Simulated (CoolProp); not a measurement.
A single-stage vapour-compression cycle with the fluid: evaporating at 276.15 K (dew point), condensing at 325.15 K (bubble point), superheat 5 K, subcooling 5 K, compressor efficiency 0.85, no pressure losses. The same conditions are run with several fluids, on thermodynamics alone (safety and materials aside).

Computed with CoolProp (reference Helmholtz-energy equation of state of each fluid (c-C4F8 (RC318): Platzer 1990; R404A: Lemmon 2003; R407C: Lemmon 2003; CH2F2 (R32): Tillner-Roth 1997; hydrogen sulfide: Lemmon 2006; fluoroethane (R161): Wu 2012)). The equations of Platzer and Polt are older, rougher fits. Blends and air are pseudo-pure fits.

Question: Rank c-C4F8 (RC318), R404A, R407C, CH2F2 (R32), hydrogen sulfide, fluoroethane (R161) by cooling COP, highest first.

Answer: fluoroethane (R161) (3.85), hydrogen sulfide (3.73), CH2F2 (R32) (3.58), c-C4F8 (RC318) (3.48), R404A (3.29), R407C (3.23)

```csv
fluid,pressure ratio,discharge temperature (K),refrigerating effect (kJ/kg),volumetric capacity (kJ/m³)
c-C4F8 (RC318),4.72,325.1,68.1,892
R404A,3.66,339.1,101,3270
R407C,4.54,354.3,144,3050
CH2F2 (R32),3.68,374.4,232,5450
hydrogen sulfide,3.29,392.6,365,6760
fluoroethane (R161),3.77,354.0,280,3070
```

The compression ends wet for: c-C4F8 (RC318).
